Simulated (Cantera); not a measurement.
A closed system holds: 1 mol Cu, 2 mol NH3, 9.3 mol H2, equilibrated at 0.00340 bar.

Equilibrium computed with Cantera from the NASA thermochemical tables; the gas is ideal and each condensed phase is pure. Candidate condensed phases: Cu; 11 gas species. Kinetics and transport are ignored.

**Question.** Which condensed phases are stable at each of these points (T (°C)): 477, 677, 877, 1077, 1277, 1477, 1677?

**Answer.** 
| T (°C) | condensed phases | Cu condensed (%) |
|---|---|---|
| 477 | Cu(s) | 100.0 |
| 677 | Cu(s) | 100.0 |
| 877 | Cu(s) | 100.0 |
| 1077 | Cu(s) | 99.8 |
| 1277 | Cu(l) | 92.7 |
| 1477 | gas only | 0.0 |
| 1677 | gas only | 0.0 |

From 477 °C to 1077 °C the condensed part is Cu(s). At 1277 °C the condensed part is Cu(l). From 1477 °C to 1677 °C nothing is condensed.
